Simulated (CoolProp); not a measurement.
A simple Rankine cycle with tetrahydrofuran: condensing at 323.15 K, boiler at 0.555 MPa, turbine inlet 405 K, turbine efficiency 0.9, pump efficiency 0.6, no recuperator. Each further row changes one setting.

Computed with CoolProp (reference Helmholtz-energy equation of state, Fiedler 2023).

| case | thermal efficiency (%) | net work (kJ/kg) | heat in (kJ/kg) | turbine exit temperature (K) | volume ratio over the turbine |
|---|---|---|---|---|---|
| as stated | 15.3 | 80.5 | 525 | 336.5 | 8.55 |
| turbine inlet 425 K | 15.4 | 85.7 | 557 | 357.7 | 8.55 |
| condensing temperature 315.15 K | 16.8 | 90.3 | 539 | 327.9 | 11.3 |
| boiler pressure 0.389 MPa | 13.2 | 70.1 | 529 | 348.6 | 6.02 |
| turbine efficiency 0.8 | 13.6 | 71.4 | 525 | 343.8 | 8.75 |
